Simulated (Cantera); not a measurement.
An isothermal, constant-pressure homogeneous reactor starts with N2O : O2 = 1 : 2.1 (molar parts), at 1325 K and 0.0582 atm.

Computed with Cantera and GRI-Mech 3.0 (53 species, 325 reactions). GRI-Mech 3.0 was tuned for natural gas; its chemistry of N2O as a main component is partial and can be far from experiment. The mechanism lacks the step 2 NO + O2 → 2 NO2, which can matter for NO2 below about 1400 K. The temperature is held fixed by assumption; the heat of reaction is taken as removed at once.

One state of this run: x N2O = 0.0669; x O2 = 0.695; x NO = 0.0349; x N2 = 0.203; x NO2 = 3.26e-5. x: mole fraction; the columns are a selection and need not sum to one.

Task: Which value of t (s) does it belong to?
A) 0.0194
B) 0.122
C) 4.78
D) 7.87e-5

Result: C, 4.78
